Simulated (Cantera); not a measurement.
A closed system holds: 1 mol MgCO3, 4.5 mol H2S, 0.068 mol O2, equilibrated at 100000 Pa.

These are equilibrium values from Cantera (NASA tables, ideal gas, pure condensed phases), not measurements of a reactor. Candidate condensed phases: C, C6H6, C7H8, C8H18, H2O, H2SO4, Mg, MgCO3, MgO, Mg(OH)2, MgS, MgSO4, S; 130 gas species. Equilibrium is a limit: real reactors are often held back by kinetics, nucleation or transport. All values below are at 1525 K.

Base state: H2S 0.304, H2 0.224, S2 0.178, H2O 0.141, CO 0.116, CO2 0.0272, COS 0.00527, SH 0.00356 (mole fractions); condensed: MgO(s).

### Question
What changes in the equilibrium state with this change: H2S from 4.5 to 0.78 mol?

### Answer
```
species        before     after
-----------  --------  --------
CO2            0.0272     0.275
H2O             0.141     0.236
CO              0.116     0.193
H2S             0.304    0.0731
H2              0.224    0.0615
SO2          0.000432    0.0139
S2              0.178     0.136
SO           0.000136  0.000722
CS2          0.000242   5.05e-5
S2O          0.000283   0.00131
SH            0.00356   0.00163
H             1.12e-5   5.87e-6
MgO(s), mol      1.00      1.00
```
